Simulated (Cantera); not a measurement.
An isothermal, constant-pressure homogeneous reactor starts with 13.3 % C2H6, 86.7 % N2, at 1675 K and 54.0 Torr.

Model: GRI-Mech 3.0 (53 species, 325 reactions), integrated in Cantera. GRI-Mech 3.0 stops at C3 and has no aromatics, soot or wall deposition, so with more carbon than oxygen in the feed, carbon stays in small species such as C2H2 where larger ones or solid carbon would form.

x: mole fraction; the columns are a selection and need not sum to one.

```tsv
t (s)	x C2H6	x CH3	x H2	x CH4	x C2H4	x CH2
3.00e-5	0.121	0.0117	0.00226	0.00142	0.00220	(withheld)
9.22e-5	0.0817	0.0225	0.0236	0.00991	0.0246	(withheld)
0.000283	0.0166	0.0148	0.0774	0.0362	0.0561	(withheld)
0.000870	0.000619	0.00328	0.124	0.0439	0.0325	(withheld)
0.00267	6.48e-5	0.00107	0.145	0.0418	0.0134	(withheld)
0.00821	2.06e-5	0.000584	0.155	0.0398	0.00347	(withheld)
0.0252	1.51e-5	0.000503	0.162	0.0366	0.000520	(withheld)
0.0775	1.02e-5	0.000418	0.172	0.0292	0.000320	(withheld)
0.238	3.95e-6	0.000267	0.188	0.0171	0.000170	(withheld)
0.731	7.09e-7	0.000117	0.201	0.00664	0.000103	(withheld)
2.25	7.57e-8	3.88e-5	0.207	0.00204	9.31e-5	(withheld)
6.90	9.86e-9	1.31e-5	0.209	0.000681	9.30e-5	(withheld)
21.2	3.94e-9	7.14e-6	0.210	0.000370	9.31e-5	6.85e-9
65.1	3.68e-9	6.76e-6	0.210	0.000350	9.31e-5	6.48e-9
200	3.68e-9	6.76e-6	0.210	0.000350	9.31e-5	6.48e-9
```

**Question.** Complete the blanks.

**Answer.** 
- 3.00e-5, x CH2: 1.42e-5
- 9.22e-5, x CH2: 4.08e-5
- 0.000283, x CH2: 3.59e-5
- 0.000870, x CH2: 6.95e-6
- 0.00267, x CH2: 1.13e-6
- 0.00821, x CH2: 3.81e-7
- 0.0252, x CH2: 3.11e-7
- 0.0775, x CH2: 2.74e-7
- 0.238, x CH2: 1.96e-7
- 0.731, x CH2: 1.00e-7
- 2.25, x CH2: 3.62e-8
- 6.90, x CH2: 1.25e-8
